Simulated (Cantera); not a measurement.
Charge: 1 mol Al, 0.028 mol HCl, 0.29 mol N2, held at 1450 K and 13.3 mbar.

Cantera equilibrium calculation (NASA polynomials, part measured and part estimated; ideal gas, pure solids and liquids). Candidate condensed phases: Al, AlCl3, AlN, NH4Cl; 20 gas species. Mutual solubility and eutectic melting of coexisting phases are not modelled. The tables' values for AlCl2 are old estimates; treat these amounts as uncertain. Kinetics and transport are ignored.

Base state: AlCl 0.661, H2 0.334, AlCl2 0.00371, Al 0.000423, HCl 0.000327, AlCl3 0.000197, H 4.74e-5, AlH 4.16e-5 (mole fractions); condensed: Al(l) + AlN(s).

Q: What changes in the equilibrium state with this change: Al replaced by MgO?

A: 
```tsv
species	before	after
N2	<1e-9	0.912
HCl	0.000327	0.0780
MgCl2	0	0.00483
AlCl	0.661	0
H2	0.334	0.000190
H2O	0	0.00483
AlCl2	0.00371	0
Al	0.000423	0
Al(l), mol	0.392	0
AlN(s), mol	0.580	0
MgO(s), mol	0	0.998
```
Further candidate phases: H2O, Mg, MgCl2, MgO, Mg(OH)2.
